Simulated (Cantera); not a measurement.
What does this Cantera script print?

```python
import numpy as np
import cantera as ct

gas = ct.Solution("gri30.yaml", transport_model="multicomponent")
show = ['O', 'NO', 'H']

rows = []
print(f"{'T/K':>7s}{'rho':>11s}{'cp':>10s}{'mu':>11s}{'lambda':>11s}{'Pr':>7s}" + "".join(f"{'D_' + s:>11s}" for s in show))
for T in [400, 550, 700, 850, 1000, 1150]:
    gas.TPX = T, 200000, {'C2H2': 0.35, 'H2O': 0.9, 'C2H6': 0.84, 'C2H4': 0.62}
    Pr = gas.cp_mass * gas.viscosity / gas.thermal_conductivity
    D = [gas.mix_diff_coeffs_mole[gas.species_index(s)] for s in show]
    rows.append([gas.density, gas.cp_mass, gas.viscosity, gas.thermal_conductivity, Pr, *D])
    print(f"{T:7g}{gas.density:11.4e}{gas.cp_mass:10.1f}{gas.viscosity:11.4e}"
          f"{gas.thermal_conductivity:11.4e}{Pr:7.3f}" + "".join(f"{d:11.4e}" for d in D))
print("SI units: kg/m3, J/kg/K, Pa s, W/m/K, m2/s")
```

Result:

```
    T/K        rho        cp         mu     lambda     Pr        D_O       D_NO        D_H
    400 1.5085e+00    1997.6 1.3223e-05 3.6487e-02  0.724 2.3357e-05 1.4764e-05 8.4791e-05
    550 1.0971e+00    2407.9 1.7726e-05 5.8126e-02  0.734 4.1055e-05 2.6139e-05 1.5158e-04
    700 8.6199e-01    2751.9 2.1857e-05 8.0997e-02  0.743 6.2346e-05 3.9865e-05 2.3254e-04
    850 7.0988e-01    3022.9 2.5682e-05 1.0371e-01  0.749 8.6891e-05 5.5713e-05 3.2622e-04
   1000 6.0340e-01    3270.6 2.9257e-05 1.2697e-01  0.754 1.1445e-04 7.3520e-05 4.3159e-04
   1150 5.2469e-01    3470.6 3.2623e-05 1.4955e-01  0.757 1.4484e-04 9.3164e-05 5.4789e-04
SI units: kg/m3, J/kg/K, Pa s, W/m/K, m2/s
```

Model: GRI-Mech 3.0 (53 species, 325 reactions), integrated in Cantera. Polar gases are described roughly by these parameters. The composition is frozen, though it would react at the higher temperatures.
